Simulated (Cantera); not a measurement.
Cantera run, input and output.

```python
import numpy as np
import cantera as ct

gas = ct.Solution("gri30.yaml", transport_model="multicomponent")
show = ['CH4', 'H2', 'CH3']

rows = []
print(f"{'T/K':>7s}{'rho':>11s}{'cp':>10s}{'mu':>11s}{'lambda':>11s}{'Pr':>7s}" + "".join(f"{'D_' + s:>11s}" for s in show))
for T in [400, 550, 700, 850, 1000, 1150]:
    gas.TPX = T, 330, {'CO2': 0.48, 'C2H6': 0.78, 'C2H2': 0.22}
    Pr = gas.cp_mass * gas.viscosity / gas.thermal_conductivity
    D = [gas.mix_diff_coeffs_mole[gas.species_index(s)] for s in show]
    rows.append([gas.density, gas.cp_mass, gas.viscosity, gas.thermal_conductivity, Pr, *D])
    print(f"{T:7g}{gas.density:11.4e}{gas.cp_mass:10.1f}{gas.viscosity:11.4e}"
          f"{gas.thermal_conductivity:11.4e}{Pr:7.3f}" + "".join(f"{d:11.4e}" for d in D))
print("SI units: kg/m3, J/kg/K, Pa s, W/m/K, m2/s")
```

Output:

```
    T/K        rho        cp         mu     lambda     Pr      D_CH4       D_H2      D_CH3
    400 3.3728e-03    1623.8 1.4915e-05 3.2031e-02  0.756 8.6292e-03 3.0673e-02 8.6753e-03
    550 2.4529e-03    1984.8 1.9606e-05 5.1359e-02  0.758 1.5297e-02 5.2854e-02 1.5387e-02
    700 1.9273e-03    2281.8 2.3750e-05 7.1484e-02  0.758 2.3344e-02 7.9393e-02 2.3489e-02
    850 1.5872e-03    2513.7 2.7498e-05 9.1220e-02  0.758 3.2635e-02 1.0992e-01 3.2843e-02
   1000 1.3491e-03    2717.5 3.0946e-05 1.1106e-01  0.757 4.3073e-02 1.4417e-01 4.3354e-02
   1150 1.1731e-03    2877.6 3.4161e-05 1.2996e-01  0.756 5.4587e-02 1.8193e-01 5.4949e-02
SI units: kg/m3, J/kg/K, Pa s, W/m/K, m2/s
```

Model: GRI-Mech 3.0 (53 species, 325 reactions), integrated in Cantera. The composition is frozen, though it would react at the higher temperatures.
